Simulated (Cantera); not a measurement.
**Thermodynamics of silicon nitride deposition, feed Si2Cl6 + N2**

Charge: 1 mol Si2Cl6, 78 mol N2, at 62.0 Pa.

These are equilibrium values from Cantera (NASA tables, ideal gas, pure condensed phases), not measurements of a reactor. Candidate condensed phases: Si, Si3N4; 13 gas species. The feed counts by its element totals alone. N2 is the only nitrogen source here; it is nearly inert below about 1500 K, so the nitride shown seldom forms there in practice. The tables' values for SiCl3, SiCl are old estimates; treat these amounts as uncertain. Rates play no part.

```tsv
T (K)	log p N2	log p Cl	log p SiCl2	log p SiCl4	log p SiCl3	log p Si	log p SiCl	log p Cl2	n Si3N4(s)
1023	-3.22	-10.05	-7.76	-4.93	-7.01	<-15	<-15	-13.57	0.165
1123	-3.22	-9.02	-6.49	-4.95	-6.27	<-15	-13.69	-12.64	0.154
1223	-3.22	-8.18	-5.48	-5.06	-5.73	-14.17	-11.65	-11.92	0.0765
1323	-3.22	-7.21	-5.19	-5.20	-5.56	-13.02	-10.75	-10.78	0
1423	-3.22	-6.21	-5.19	-5.23	-5.51	-12.59	-10.37	-9.48	0
1523	-3.22	-5.44	-5.10	-5.38	-5.48	-11.95	-9.88	-8.54	0
1623	-3.23	-5.00	-4.94	-5.88	-5.60	-10.83	-9.12	-8.19	0
1723	-3.23	-4.86	-4.85	-6.88	-6.00	-9.39	-8.25	-8.39	0
1823	-3.23	-4.83	-4.83	-8.02	-6.52	-7.97	-7.44	-8.75	0
1923	-3.23	-4.81	-4.83	-9.07	-7.01	-6.71	-6.73	-9.08	0
```
log p: log10 of the partial pressure in bar; n: condensed amount in mol.

From 1023 K to 1223 K the condensed part is Si3N4(s). From 1323 K to 1923 K nothing is condensed. The main Si-bearing gas is SiCl4 at 1023 K and SiCl2 at 1923 K.
